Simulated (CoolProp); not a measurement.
Oxygen along the isotherm 264.7 K: density (kg/m³) from the reference equation and from simpler models built on Tc = 154.6 K, pc = 5.046 MPa, ω = 0.022; each cubic takes its own stable root.

Computed with CoolProp (reference Helmholtz-energy equation of state, Schmidt 1985).

```tsv
p (MPa)	phase	reference	van der Waals	Redlich-Kwong	Peng-Robinson
0.688	gas	10.08	10.10	10.09	10.10
1.38	gas	20.37	20.46	20.40	20.46
2.06	gas	30.62	30.84	30.69	30.84
2.75	gas	41.18	41.58	41.29	41.55
3.44	gas	51.89	52.53	52.05	___
4.13	gas	___	63.69	62.96	63.53
4.82	gas	73.72	75.07	74.01	74.77
5.51	supercritical	84.84	86.66	85.21	86.18
6.19	supercritical	___	98.29	___	97.56
6.88	supercritical	107.3	110.3	107.8	___
7.57	supercritical	118.8	122.5	119.3	___
```

Q: What belongs in the gaps?

A: 
- 3.44, Peng-Robinson: 52.45
- 4.13, reference: 62.73
- 6.19, reference: 95.93
- 6.19, Redlich-Kwong: 96.36
- 6.88, Peng-Robinson: 109.2
- 7.57, Peng-Robinson: 121.0
